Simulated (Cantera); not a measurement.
Input: 1 mol Fe2O3, 2.2 mol C, 0.81 mol N2, at 1277 °C and 4.20 bar.

Cantera equilibrium calculation (NASA polynomials, part measured and part estimated; ideal gas, pure solids and liquids). Candidate condensed phases: C, Fe, Fe(CO)5, FeO, Fe2O3, Fe3O4; 27 gas species. Mutual solubility and eutectic melting of coexisting phases are not modelled. The tables' stoichiometric FeO is somewhat more stable than real wüstite, so its field is too wide. FeO: taken at fixed stoichiometry. Rates play no part.

Base state: CO 0.632, N2 0.269, CO2 0.0991 (mole fractions); condensed: Fe(γ) + FeO(s).

What changes in the equilibrium state with this change: temperature from 1277 °C to 1850 °C?


```tsv
species	before	after
CO	0.632	0.667
N2	0.269	0.269
CO2	0.0991	0.0634
Fe	9.98e-8	0.000317
Fe(γ), mol	1.50	0
FeO(s), mol	0.502	0
Fe(l), mol	0	1.39
FeO(l), mol	0	0.609
```
Each liquid is taken as pure.
